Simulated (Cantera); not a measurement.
Charge: 1 mol B, a varied amount of O₂, 0.45 mol H₂, equilibrated at 0.00290 bar.

Equilibrium computed with Cantera from the NASA thermochemical tables; the gas is ideal and each condensed phase is pure. Candidate condensed phases: B, B₂O₃, B₃O₃H₃, H₂O; 23 gas species. Mutual solubility and eutectic melting of coexisting phases are not modelled. Equilibrium is a limit: real reactors are often held back by kinetics, nucleation or transport.

Stable condensed phases, one row left out:

```
T in °C \ n(O₂) in mol
         0.094  0.16  0.28  0.49  0.85   1.5   2.5   4.4
   1877      A     A     A     A     B     B     B     B
   1777      A     A     A     A     B     B     B     B
   1677      A     A     A     A     B     B     B     B
   1577      A     A     A     A     B     B     B     B
   1377      A     A     A     A     C     B     B     B
   1277      D     D     D     D     C     C     C     C
   1177      D     D     D     D     C     C     C     C
   1077      D     D     D     D     C     C     C     C
    977      D     D     D     D     C     C     C     C
    877      D     D     D     D     C     C     C     C
    777      D     D     D     D     C     C     C     C
    677      D     D     D     D     C     C     C     C
```

A: B; B: gas only; C: B₂O₃; D: B + B₂O₃.

Give the row for 1477 °C.

0.094: B; 0.16: B; 0.28: B; 0.49: B; 0.85: gas only; 1.5: gas only; 2.5: gas only; 4.4: gas only.
